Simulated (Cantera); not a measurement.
Cantera run, input and output.

```python
import numpy as np
import cantera as ct

gas = ct.Solution("h2o2.yaml")
gas.TPX = 800, 17000, {'H2': 1.9, 'O2': 1, 'N2': 15}
reactor = ct.IdealGasConstPressureReactor(gas, energy="off", clone=False)
net = ct.ReactorNet([reactor])
net.rtol, net.atol = 1e-08, 1e-18
show = ['H2', 'O2', 'H', 'O', 'OH']
times = np.geomspace(1e-06, 200, 14)

steps = ct.SolutionArray(gas, extra=["t"])
rows = []
print(f"{'t/s':>10s}{'T/K':>9s}{'P/Pa':>11s}" + "".join(f"{s:>11s}" for s in show))
for t in times:
    while net.time < t:
        t_next = net.step()
        steps.append(gas.state, t=t_next)
    rows.append([np.interp(t, steps.t, y) for y in (steps.T, steps.P, *steps(*show).X.T)])
    print(f"{t:10.3e}{rows[-1][0]:9.1f}{rows[-1][1]:11.4g}" + "".join(f"{x:11.3e}" for x in rows[-1][2:]))
rate = np.gradient(steps.T, steps.t)
print("integrator steps:", len(steps.t))
if steps.T.max() > steps.T[0] + 200:
    print(f"time of steepest temperature rise: {steps.t[rate.argmax()]:.4e} s")
gas.TPX = 800, 17000, {'H2': 1.9, 'O2': 1, 'N2': 15}
gas.equilibrate("TP")
print(f"equilibrium (TP): T = {gas.T:.1f} K  " + "  ".join(f"{s} {gas[s].X[0]:.3e}" for s in show))
```

It prints:

```
       t/s      T/K       P/Pa         H2         O2          H          O         OH
 1.000e-06    800.0    1.7e+04  1.061e-01  5.587e-02  7.685e-16  1.075e-18  8.804e-19
 4.351e-06    800.0    1.7e+04  1.061e-01  5.587e-02  3.332e-15  8.283e-18  6.324e-18
 1.893e-05    800.0    1.7e+04  1.061e-01  5.587e-02  1.424e-14  1.189e-16  6.263e-17
 8.234e-05    800.0    1.7e+04  1.061e-01  5.587e-02  5.849e-14  1.635e-15  4.382e-16
 3.582e-04    800.0    1.7e+04  1.061e-01  5.587e-02  2.258e-13  1.238e-14  2.328e-15
 1.558e-03    800.0    1.7e+04  1.061e-01  5.587e-02  7.367e-13  4.782e-14  8.342e-15
 6.780e-03    800.0    1.7e+04  1.061e-01  5.587e-02  1.346e-12  9.006e-14  1.551e-14
 2.950e-02    800.0    1.7e+04  1.061e-01  5.587e-02  1.513e-12  1.014e-13  1.745e-14
 1.283e-01    800.0    1.7e+04  1.061e-01  5.587e-02  2.109e-12  1.413e-13  2.435e-14
 5.583e-01    800.0    1.7e+04  1.061e-01  5.587e-02  7.269e-12  4.871e-13  8.458e-14
 2.429e+00    800.0    1.7e+04  1.061e-01  5.587e-02  5.548e-10  3.722e-11  6.967e-12
 1.057e+01    800.0    1.7e+04  5.875e-02  3.223e-02  3.120e-09  2.182e-10  7.722e-11
 4.597e+01    800.0    1.7e+04  5.705e-02  3.134e-02  2.458e-08  1.718e-09  8.450e-10
 2.000e+02    800.0    1.7e+04  4.593e-02  2.581e-02  2.201e-08  1.570e-09  8.318e-10
integrator steps: 1921
equilibrium (TP): T = 800.0 K  H2 2.611e-13  O2 2.950e-03  H 3.613e-18  O 1.058e-14  OH 4.968e-10
```

Cantera simulation using the H2/O2 subset of GRI-Mech 3.0, which has no nitrogen chemistry; the numbers are that mechanism's predictions, not measurements. Below about 950 K walls govern HO2 and H2O2 in real vessels. The temperature is held fixed by assumption; the heat of reaction is taken as removed at once.
